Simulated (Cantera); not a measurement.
# Tantalum, niobium, vanadium and zirconium in process gases: Ta + O2 + H2

Feed: 1 mol Ta, a varied amount of O2, 360 mol H2, held at 10000 Pa.

Equilibrium computed with Cantera from the NASA thermochemical tables; the gas is ideal and each condensed phase is pure. Candidate condensed phases: H2O, Ta, Ta2O5; 12 gas species. Mutual solubility and eutectic melting of coexisting phases are not modelled. Condensed phases not in the tables: N, O or C dissolved in the metal. Equilibrium is a limit: real reactors are often held back by kinetics, nucleation or transport.

Stable condensed phases:

```
T in K \ n(O2) in mol
         0.28 0.47 0.66 0.85    1  1.2  1.4  1.6  1.8    2  2.2  2.4
   2475     A    A    A    A    A    A    A    A    B    B    B    B
   2425     A    A    A    A    A    A    A    A    A    B    B    B
   2375     A    A    A    A    A    A    A    A    C    C    D    D
   2325     A    A    A    A    A    A    C    C    C    C    D    D
   2275     A    A    A    A    A    C    C    C    C    D    D    D
   2225     A    A    A    C    C    C    C    C    C    D    D    D
   2175     A    A    A    C    C    C    C    C    C    D    D    D
   2125     A    A    C    C    C    C    C    C    D    D    D    D
   2075     A    C    C    C    C    C    C    C    D    D    D    D
```

A: Ta; B: gas only; C: Ta + Ta2O5; D: Ta2O5.
